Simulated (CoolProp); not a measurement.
Vapour-liquid equilibrium of toluene (1) + ethylbenzene (2) at 335.2 K; x and y are mole fractions of (1).

The numbers come from the multi-fluid Helmholtz-energy mixture model, Lemmon 2006 and Zhou 2012; pair parameters Bell 2016 in CoolProp.

**Question.** Give the bubble pressure and the first vapour's composition at x = 0.05, 0.35, 0.65. Is there an azeotrope?

**Answer.** x = 0.05: 0.008716 MPa, y = 0.117; x = 0.35: 0.01215 MPa, y = 0.561; x = 0.65: 0.01564 MPa, y = 0.818. No azeotrope shows between x = 0.05 and 0.95.

The pair parameters rest on a limited set of measurements; away from them the model extrapolates.
